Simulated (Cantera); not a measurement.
Standard-state values (1 bar) from the NASA 1993 polynomials, evaluated with Cantera. Values are per mole of reaction as written; species without (g) are pure solids or liquids, kept so even where they would boil at 1 bar.

2 C + 2 C₂H₆(g) = 3 C₂H₄(g)

```json
[
 {"T (K)": "300", "ΔH° (kJ)": "325.2", "ΔS° (J/K)": "188.1", "ΔG° (kJ)": "268.8", "log10 K": "-46.80"},
 {"T (K)": "800", "ΔH° (kJ)": "325.8", "ΔS° (J/K)": "190.1", "ΔG° (kJ)": "173.8", "log10 K": "-11.35"},
 {"T (K)": "1000", "ΔH° (kJ)": "324.7", "ΔS° (J/K)": "188.8", "ΔG° (kJ)": "135.9", "log10 K": "-7.10"},
 {"T (K)": "1200", "ΔH° (kJ)": "___", "ΔS° (J/K)": "___", "ΔG° (kJ)": "___", "log10 K": "___"},
 {"T (K)": "1400", "ΔH° (kJ)": "___", "ΔS° (J/K)": "___", "ΔG° (kJ)": "___", "log10 K": "___"},
 {"T (K)": "1600", "ΔH° (kJ)": "___", "ΔS° (J/K)": "___", "ΔG° (kJ)": "___", "log10 K": "___"},
 {"T (K)": "1800", "ΔH° (kJ)": "317.7", "ΔS° (J/K)": "183.8", "ΔG° (kJ)": "-13.1", "log10 K": "0.38"},
 {"T (K)": "2000", "ΔH° (kJ)": "___", "ΔS° (J/K)": "___", "ΔG° (kJ)": "___", "log10 K": "___"},
 {"T (K)": "2200", "ΔH° (kJ)": "313.3", "ΔS° (J/K)": "181.6", "ΔG° (kJ)": "-86.2", "log10 K": "2.05"},
 {"T (K)": "2400", "ΔH° (kJ)": "311.0", "ΔS° (J/K)": "180.6", "ΔG° (kJ)": "-122.4", "log10 K": "2.66"},
 {"T (K)": "2600", "ΔH° (kJ)": "308.6", "ΔS° (J/K)": "179.6", "ΔG° (kJ)": "-158.5", "log10 K": "3.18"},
 {"T (K)": "2800", "ΔH° (kJ)": "306.1", "ΔS° (J/K)": "178.7", "ΔG° (kJ)": "-194.3", "log10 K": "3.62"}
]
```

Task: Complete the blanks.

Result: 
- 1200, ΔH° (kJ): 323.3
- 1200, ΔS° (J/K): 187.5
- 1200, ΔG° (kJ): 98.2
- 1200, log10 K: -4.28
- 1400, ΔH° (kJ): 321.6
- 1400, ΔS° (J/K): 186.3
- 1400, ΔG° (kJ): 60.9
- 1400, log10 K: -2.27
- 1600, ΔH° (kJ): 319.7
- 1600, ΔS° (J/K): 185.0
- 1600, ΔG° (kJ): 23.7
- 1600, log10 K: -0.77
- 2000, ΔH° (kJ): 315.6
- 2000, ΔS° (J/K): 182.7
- 2000, ΔG° (kJ): -49.8
- 2000, log10 K: 1.30
